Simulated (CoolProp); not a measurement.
The fluid at 293.15 K and 0.229 MPa is compressed adiabatically to 1.02 MPa with isentropic efficiency 0.9. The same conditions are run with several fluids, on thermodynamics alone (safety and materials aside).

Values from CoolProp's reference Helmholtz-energy equation of state of each fluid (ethylene: Smukala 2000; nitrous oxide: Lemmon 2006; R125: Lemmon 2005; carbonyl sulfide: Lemmon 2006; carbon monoxide: Lemmon 2006).

| fluid | work (kJ/kg) | final temperature (K) | final density (kg/m³) |
|---|---|---|---|
| ethylene | 163 | 393.5 | 8.95 |
| nitrous oxide | 106 | (withheld) | 13.4 |
| R125 | 33.8 | (withheld) | 47.9 |
| carbonyl sulfide | (withheld) | (withheld) | 19.2 |
| carbon monoxide | (withheld) | 465.6 | (withheld) |

Question: Fill in the missing entries.

Answer: 
- nitrous oxide, final temperature (K): 411.1
- R125, final temperature (K): 341.8
- carbonyl sulfide, work (kJ/kg): 75.5
- carbonyl sulfide, final temperature (K): 403.2
- carbon monoxide, work (kJ/kg): 180
- carbon monoxide, final density (kg/m³): 7.35
